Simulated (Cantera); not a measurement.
## Gas-phase reforming

An isothermal, constant-pressure homogeneous reactor starts with CH₄ : H₂O : H₂ = 1 : 0.36 : 0.15 (molar parts), at 1600 K and 0.190 bar.

Model: GRI-Mech 3.0 (53 species, 325 reactions), integrated in Cantera. GRI-Mech 3.0 stops at C3 and has no aromatics, soot or wall deposition, so with more carbon than oxygen in the feed, carbon stays in small species such as C2H2 where larger ones or solid carbon would form.

```json
[
 {"t (s)": "0.00100", "x CH₄": "0.660", "x H₂O": "0.238", "x H₂": "0.101", "x C₂H₄": "0.000279", "x CH₂": "5.17e-8", "x C₂H": "1.68e-12"},
 {"t (s)": "0.00422", "x CH₄": "0.643", "x H₂O": "0.237", "x H₂": "0.112", "x C₂H₄": "0.00431", "x CH₂": "1.38e-7", "x C₂H": "3.41e-10"},
 {"t (s)": "0.0178", "x CH₄": "0.557", "x H₂O": "0.225", "x H₂": "0.183", "x C₂H₄": "0.0120", "x CH₂": "1.31e-7", "x C₂H": "8.49e-9"},
 {"t (s)": "0.0750", "x CH₄": "0.364", "x H₂O": "0.196", "x H₂": "0.349", "x C₂H₄": "0.00534", "x CH₂": "9.03e-8", "x C₂H": "3.24e-8"},
 {"t (s)": "0.316", "x CH₄": "0.152", "x H₂O": "0.160", "x H₂": "0.533", "x C₂H₄": "0.00252", "x CH₂": "5.84e-8", "x C₂H": "6.19e-8"},
 {"t (s)": "1.33", "x CH₄": "0.0448", "x H₂O": "0.120", "x H₂": "0.641", "x C₂H₄": "0.00232", "x CH₂": "3.49e-8", "x C₂H": "8.23e-8"},
 {"t (s)": "5.62", "x CH₄": "0.0237", "x H₂O": "0.0578", "x H₂": "0.703", "x C₂H₄": "0.00204", "x CH₂": "1.71e-8", "x C₂H": "6.82e-8"},
 {"t (s)": "23.7", "x CH₄": "0.0142", "x H₂O": "0.00727", "x H₂": "0.747", "x C₂H₄": "0.00171", "x CH₂": "6.42e-9", "x C₂H": "5.31e-8"},
 {"t (s)": "100", "x CH₄": "0.0124", "x H₂O": "4.56e-6", "x H₂": "0.753", "x C₂H₄": "0.00166", "x CH₂": "4.93e-9", "x C₂H": "5.11e-8"}
]
```
x: mole fraction; the columns are a selection and need not sum to one.

Equilibrium at this temperature and pressure: CH₄ 0.0124, H₂O 2.21e-7, H₂ 0.753, C₂H₄ 0.00166, CH₂ 4.93e-9, C₂H 5.11e-8 (gas phase only).
